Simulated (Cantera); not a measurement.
Charge: 1 mol SiH₄, 0.98 mol NH₃, 0.65 mol N₂, at 1.33 mbar.

Method: chemical equilibrium by Gibbs-energy minimisation in Cantera with the NASA 1993 tables (ideal gas, pure condensed phases). Candidate condensed phases: Si, Si₃N₄; 18 gas species. Mutual solubility and eutectic melting of coexisting phases are not modelled. The numbers say what is thermodynamically allowed, not how fast it happens.

log p: log10 of the partial pressure in bar; n: condensed amount in mol.

```tsv
T (K)	log p H₂	log p N₂	log p H	log p Si	log p SiH	log p SiH₂	log p Si₂N	n Si₃N₄(s)	n Si(s)
875	-2.93	-3.80	-11.76	<-14	<-14	<-14	<-14	0.333	0
975	-2.93	-3.80	-10.41	<-14	<-14	<-14	<-14	0.333	0
1075	-2.93	-3.80	-9.30	<-14	<-14	<-14	<-14	0.333	0
1175	-2.93	-3.80	-8.38	<-14	<-14	-13.81	<-14	0.333	0
1275	-2.93	-3.80	-7.60	-12.58	-13.07	-12.10	<-14	0.333	0
1375	-2.93	-3.80	?	?	?	?	?	0.333	0
1475	-2.93	-3.80	-6.35	-8.74	-9.65	-9.39	-10.81	0.333	0
1575	-2.94	?	?	?	?	?	?	?	?
1675	-3.00	-3.48	-5.44	-6.36	-7.64	-7.95	-8.03	0	0.998
```

Some entries are withheld; supply them.


- 1575, log p N₂: -3.71
- 1575, log p H: -5.85
- 1575, log p Si: -7.24
- 1575, log p SiH: -8.33
- 1575, log p SiH₂: -8.37
- 1575, log p Si₂N: -8.91
- 1575, n Si₃N₄(s): 0.276
- 1575, n Si(s): 0.171
- 1375, log p H: -6.93
- 1375, log p Si: -10.52
- 1375, log p SiH: -11.23
- 1375, log p SiH₂: -10.65
- 1375, log p Si₂N: -13.08
